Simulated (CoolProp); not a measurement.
Vapour-liquid equilibrium of cyclohexane (1) + n-heptane (2) at 351.4 K; x and y are mole fractions of (1).

Values from CoolProp's multi-fluid Helmholtz-energy mixture model, Zhou 2014 and Span 2003; pair parameters Bell 2016.

```json
[
 {"x": "0.05", "bubble pressure (kPa)": "56.00", "y at the bubble point": "0.085", "dew pressure at overall composition x (kPa)": "55.10", "liquid density (mol/L)": "6.402"},
 {"x": "0.125", "bubble pressure (kPa)": "59.21", "y at the bubble point": "0.201", "dew pressure at overall composition x (kPa)": "57.07", "liquid density (mol/L)": "6.535"},
 {"x": "0.2", "bubble pressure (kPa)": "62.41", "y at the bubble point": "0.305", "dew pressure at overall composition x (kPa)": "59.18", "liquid density (mol/L)": "6.673"},
 {"x": "0.275", "bubble pressure (kPa)": "[?]", "y at the bubble point": "0.399", "dew pressure at overall composition x (kPa)": "61.44", "liquid density (mol/L)": "6.816"},
 {"x": "0.35", "bubble pressure (kPa)": "[?]", "y at the bubble point": "0.484", "dew pressure at overall composition x (kPa)": "63.88", "liquid density (mol/L)": "6.966"},
 {"x": "0.425", "bubble pressure (kPa)": "71.78", "y at the bubble point": "0.561", "dew pressure at overall composition x (kPa)": "66.50", "liquid density (mol/L)": "7.121"},
 {"x": "0.5", "bubble pressure (kPa)": "74.82", "y at the bubble point": "0.632", "dew pressure at overall composition x (kPa)": "69.32", "liquid density (mol/L)": "7.284"},
 {"x": "0.575", "bubble pressure (kPa)": "77.82", "y at the bubble point": "0.698", "dew pressure at overall composition x (kPa)": "72.35", "liquid density (mol/L)": "7.454"},
 {"x": "0.65", "bubble pressure (kPa)": "80.76", "y at the bubble point": "0.759", "dew pressure at overall composition x (kPa)": "[?]", "liquid density (mol/L)": "7.631"},
 {"x": "0.725", "bubble pressure (kPa)": "83.67", "y at the bubble point": "0.815", "dew pressure at overall composition x (kPa)": "79.12", "liquid density (mol/L)": "7.817"},
 {"x": "0.8", "bubble pressure (kPa)": "86.53", "y at the bubble point": "[?]", "dew pressure at overall composition x (kPa)": "[?]", "liquid density (mol/L)": "8.012"},
 {"x": "0.875", "bubble pressure (kPa)": "89.37", "y at the bubble point": "0.920", "dew pressure at overall composition x (kPa)": "86.86", "liquid density (mol/L)": "8.216"},
 {"x": "0.95", "bubble pressure (kPa)": "92.17", "y at the bubble point": "0.969", "dew pressure at overall composition x (kPa)": "91.09", "liquid density (mol/L)": "8.430"}
]
```

Task: Fill in the missing entries.

Result: 
- 0.275, bubble pressure (kPa): 65.57
- 0.35, bubble pressure (kPa): 68.70
- 0.65, dew pressure at overall composition x (kPa): 75.61
- 0.8, y at the bubble point: 0.869
- 0.8, dew pressure at overall composition x (kPa): 82.87

No azeotrope shows between x = 0.05 and 0.95.

Pair parameters are fitted to limited data, so mixtures are less certain than the pure fluids.
